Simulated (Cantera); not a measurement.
Input: 1 mol Si, 3.5 mol HCl, 6.4 mol H2, equilibrated at 648 K and 0.160 bar.

Equilibrium computed with Cantera from the NASA thermochemical tables; the gas is ideal and each condensed phase is pure. Candidate condensed phases: Si; 19 gas species. Equilibrium is a limit: real reactors are often held back by kinetics, nucleation or transport.

Base state: H2 0.894, SiCl4 0.0732, SiHCl3 0.0321, SiH2Cl2 0.000814, HCl 0.000159 (mole fractions); condensed: Si(s).

### Question
What changes in the equilibrium state with this change: temperature from 648 K to 1050 K?

### Answer
| species | before | after |
|---|---|---|
| H2 | 0.894 | 0.877 |
| SiCl4 | 0.0732 | 0.0688 |
| SiHCl3 | 0.0321 | 0.0256 |
| HCl | 0.000159 | 0.0244 |
| SiCl2 | 1.60e-8 | 0.00127 |
| SiCl3 | 1.33e-6 | 0.00220 |
| Si(s), mol | 0.0498 | 0.107 |
The tables' values for SiCl3 are old estimates; treat these amounts as uncertain.

### Question
What changes in the equilibrium state with this change: temperature from 648 K to 1325 K?

### Answer
| species | before | after |
|---|---|---|
| H2 | 0.894 | 0.807 |
| HCl | 0.000159 | 0.101 |
| SiCl2 | 1.60e-8 | 0.0345 |
| SiCl4 | 0.0732 | 0.0303 |
| SiCl3 | 1.33e-6 | 0.0139 |
| SiHCl3 | 0.0321 | 0.0124 |
| SiH3Cl | 4.22e-6 | 1.22e-5 |
| SiH2Cl2 | 0.000814 | 0.000732 |
| Si(s), mol | 0.0498 | 0.135 |
The tables' values for SiCl3 are old estimates; treat these amounts as uncertain.

### Question
What changes in the equilibrium state with this change: temperature from 648 K to 1398.15 K?

### Answer
| species | before | after |
|---|---|---|
| H2 | 0.894 | 0.786 |
| HCl | 0.000159 | 0.120 |
| SiCl2 | 1.60e-8 | 0.0539 |
| SiCl4 | 0.0732 | 0.0171 |
| SiCl3 | 1.33e-6 | 0.0147 |
| SiHCl3 | 0.0321 | 0.00789 |
| H | <1e-9 | 1.05e-5 |
| SiH3Cl | 4.22e-6 | 1.09e-5 |
| SiH2Cl2 | 0.000814 | 0.000546 |
| Si(s), mol | 0.0498 | 0.0972 |
The tables' values for SiCl3 are old estimates; treat these amounts as uncertain.
